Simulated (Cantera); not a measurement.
Input: 1 mol SiHCl₃, 1.5 mol N₂, held at 2098 K and 63.0 Pa.

Equilibrium computed with Cantera from the NASA thermochemical tables; the gas is ideal and each condensed phase is pure. Candidate condensed phases: NH₄Cl, Si, Si₃N₄; 28 gas species. The tables' values for SiCl, SiCl₃, SiN are old estimates; treat these amounts as uncertain. Kinetics and transport are ignored.

Base state: N₂ 0.393, SiCl₂ 0.236, HCl 0.192, Cl 0.109, H₂ 0.0252, H 0.0195, Si 0.0156, SiCl 0.00897 (mole fractions); condensed: gas only.

**Question.** What changes in the equilibrium state with this change: SiHCl₃ replaced by SiCl₄?

**Answer.** 
```tsv
species	before	after
Cl	0.109	0.444
N₂	0.393	0.334
SiCl₂	0.236	0.215
HCl	0.192	0
H₂	0.0252	0
H	0.0195	0
Si	0.0156	0.000859
SiH	3.39e-5	0
Si₂	1.52e-5	4.62e-8
SiN	5.11e-5	2.60e-6
```
The tables' values for SiCl₃, SiCl are old estimates; treat these amounts as uncertain.
